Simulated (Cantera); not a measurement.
**Equilibrium for silicon epitaxy and polysilicon growth: SiCl4 + Cl2 + N2**

Feed: 1 mol SiCl4, 0.2 mol Cl2, 23 mol N2, held at 96.0 mbar.

Equilibrium computed with Cantera from the NASA thermochemical tables; the gas is ideal and each condensed phase is pure. Candidate condensed phases: Si, Si3N4; 13 gas species. The tables' values for SiCl3 are old estimates; treat these amounts as uncertain. Rates play no part.

From 802 °C to 1402 °C nothing is condensed. The main Si-bearing gas is SiCl4 throughout.

```
T (°C)  log p N2  log p SiCl4  log p Cl  log p Cl2  log p SiCl3  log p SiCl2
------  --------  -----------  --------  ---------  -----------  -----------
802        -1.04        -2.40     -4.51      -3.11        -9.04         <-13
877        -1.04        -2.40     -4.12      -3.12        -8.19       -12.93
952        -1.04        -2.40     -3.79      -3.15        -7.43       -11.56
1027       -1.04        -2.40     -3.50      -3.20        -6.75       -10.32
1102       -1.04        -2.40     -3.27      -3.28        -6.12        -9.17
1177       -1.04        -2.40     -3.09      -3.41        -5.53        -8.09
1252       -1.04        -2.41     -2.96      -3.60        -4.96        -7.05
1327       -1.04        -2.41     -2.88      -3.84        -4.42        -6.05
1402       -1.04        -2.42     -2.81      -4.08        -3.93        -5.12
```
log p: log10 of the partial pressure in bar; nothing condenses.
